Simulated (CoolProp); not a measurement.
Vapour-liquid equilibrium of CHF3 (R23) (1) + CH2F2 (R32) (2) at 1280 kPa; x and y are mole fractions of (1).

The numbers come from the multi-fluid Helmholtz-energy mixture model, Penoncello 2003 and Tillner-Roth 1997; pair parameters Bell 2016 in CoolProp.

| x | bubble temperature, mixture model (K) | bubble temperature, Raoult's law (K) | y, mixture model | y, Raoult's law |
|---|---|---|---|---|
| 0.05 | 285.4 | 285.0 | 0.106 | 0.133 |
| 0.2 | 277.7 | 276.8 | 0.371 | 0.430 |
| 0.35 | 271.0 | 270.0 | 0.566 | 0.627 |
| 0.5 | 265.2 | 264.4 | 0.712 | 0.763 |
| 0.65 | 260.2 | 259.5 | 0.822 | 0.860 |
| 0.8 | 255.7 | 255.3 | 0.909 | 0.931 |
| 0.95 | 251.7 | 251.6 | 0.979 | 0.985 |

The largest gap from Raoult's law is +1.0 K in bubble temperature, at x = 0.35. No azeotrope shows between x = 0.05 and 0.95.

Pair parameters are fitted to limited data, so mixtures are less certain than the pure fluids.
